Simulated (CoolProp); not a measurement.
R124 along the isobar 5.41 MPa: density (kg/m³) from the reference equation and from simpler models built on Tc = 122.3 °C, pc = 3.624 MPa, ω = 0.288; each cubic takes its own stable root.

Computed with CoolProp (reference Helmholtz-energy equation of state, de Vries 1995).

```csv
T (°C),phase,reference,van der Waals,Redlich-Kwong,Soave-Redlich-Kwong,Peng-Robinson
-41.65,liquid,1571,963.5,1402,1443,1625
-7.75,liquid,1478,916.7,1315,1362,1537
26.05,liquid,1377,864.2,1215,1264,1428
59.85,liquid,1261,803.3,1097,1143,1290
93.65,liquid,1117,728.9,950.0,981.4,1104
127.55,supercritical,884.3,627.8,742.8,732.4,808.1
161.35,supercritical,399.1,459.3,423.3,372.4,394.7
195.15,supercritical,275.8,308.9,290.9,265.6,278.5
```
